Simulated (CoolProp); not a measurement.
R407C along the isobar 1090 kPa: fugacity coefficient from the reference equation and from simpler models built on Tc = 359.3 K, pc = 4632 kPa, ω = 0.363; each cubic takes its own stable root.

Computed with CoolProp (reference Helmholtz-energy equation of state, Lemmon 2003). It is a pseudo-pure fit of the blend.

| T (K) | phase | reference |
|---|---|---|
| 228.1 | liquid | 0.07294 |
| 262 | liquid | 0.2967 |
| 330 | gas | 0.8840 |
| 364 | gas | 0.9187 |
| 398 | gas | 0.9413 |
| 432 | gas | 0.9567 |
| 466 | gas | 0.9677 |
| 500 | gas | 0.9758 |

Task: How far does each simpler model (van der Waals, Soave-Redlich-Kwong, Peng-Robinson) lie from the reference over these 8 states: mean and median of the absolute difference, and the worst?

Result: 
- van der Waals: mean 92.2 %, median 1.0 %, worst +544.0 % at 228.1 K and 1090 kPa
- Soave-Redlich-Kwong: mean 3.7 %, median 0.6 %, worst -17.8 % at 228.1 K and 1090 kPa
- Peng-Robinson: mean 3.4 %, median 0.3 %, worst -16.9 % at 228.1 K and 1090 kPa

At some of these states van der Waals gives the other phase, because its saturation line lies elsewhere.
